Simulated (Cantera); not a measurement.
Input: 1 mol MgCO3, 7.6 mol CO2, 15 mol O2, held at 20000 Pa.

Equilibrium computed with Cantera from the NASA thermochemical tables; the gas is ideal and each condensed phase is pure. Candidate condensed phases: C, Mg, MgCO3, MgO; 15 gas species. Kinetics and transport are ignored.

x: gas mole fraction; n: condensed amount in mol.

```json
[
 {"T (°C)": "1600", "x O2": "0.635", "x CO2": "0.364", "x CO": "0.000434", "x O": "0.000421", "n MgO(s)": "1.00"},
 {"T (°C)": "1650", "x O2": "0.635", "x CO2": "0.363", "x CO": "?", "x O": "?", "n MgO(s)": "1.000"},
 {"T (°C)": "1700", "x O2": "0.635", "x CO2": "0.363", "x CO": "0.00107", "x O": "0.000966", "n MgO(s)": "1.000"},
 {"T (°C)": "1750", "x O2": "0.635", "x CO2": "0.362", "x CO": "?", "x O": "?", "n MgO(s)": "1.000"},
 {"T (°C)": "1800", "x O2": "0.634", "x CO2": "0.361", "x CO": "0.00241", "x O": "0.00205", "n MgO(s)": "1.000"},
 {"T (°C)": "1850", "x O2": "0.634", "x CO2": "0.360", "x CO": "0.00351", "x O": "0.00290", "n MgO(s)": "1.000"},
 {"T (°C)": "1900", "x O2": "0.633", "x CO2": "0.358", "x CO": "0.00502", "x O": "0.00404", "n MgO(s)": "1.000"}
]
```

Fill in the missing entries.


- 1650, x CO: 0.000690
- 1650, x O: 0.000645
- 1750, x CO: 0.00163
- 1750, x O: 0.00142
